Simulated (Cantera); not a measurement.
Input: 1 mol FeS, a varied amount of H2, 0.34 mol H2O, at 1500 °C and 10.0 Torr.

These are equilibrium values from Cantera (NASA tables, ideal gas, pure condensed phases), not measurements of a reactor. Candidate condensed phases: Fe, FeO, Fe(OH)2, Fe(OH)3, FeS, FeSO4, FeS2, Fe2O3, Fe2(SO4)3, Fe3O4, H2O, H2SO4, S; 22 gas species. Kinetics and transport are ignored.

Problem. Which condensed phases are stable at each of these points (n(H2) (mol)): 45, 63, 90, 130, 180, 260, 370, 520, 740?

Solution. 
| n(H2) (mol) | condensed phases | Fe condensed (%) |
|---|---|---|
| 45 | Fe(δ) | 93.2 |
| 63 | Fe(δ) | 90.5 |
| 90 | Fe(δ) | 86.5 |
| 130 | Fe(δ) | 80.5 |
| 180 | Fe(δ) | 73.1 |
| 260 | Fe(δ) | 61.2 |
| 370 | Fe(δ) | 44.8 |
| 520 | Fe(δ) | 22.4 |
| 740 | gas only | 0.0 |

From 45 mol H2 to 520 mol H2 the condensed part is Fe(δ). At 740 mol H2 nothing is condensed.
